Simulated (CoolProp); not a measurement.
Vapour-liquid equilibrium of ethanol (1) + n-octane (2) at 471 kPa; x and y are mole fractions of (1).

Model: multi-fluid Helmholtz-energy mixture model, Schroeder 2014 and Beckmüller 2019; pair parameters Bell 2016, in CoolProp.

### Question
Give the bubble temperature and the first vapour's composition at x = 0.35, 0.8, 0.95. Is there an azeotrope?

### Answer
x = 0.35: 404.2 K, y = 0.772; x = 0.8: 397.9 K, y = 0.874; x = 0.95: 396.6 K, y = 0.958. No azeotrope shows between x = 0.05 and 0.95.

The pair parameters rest on a limited set of measurements; away from them the model extrapolates. With so large a gap from Raoult's law the liquid may split in two, which this calculation doesn't test in full.
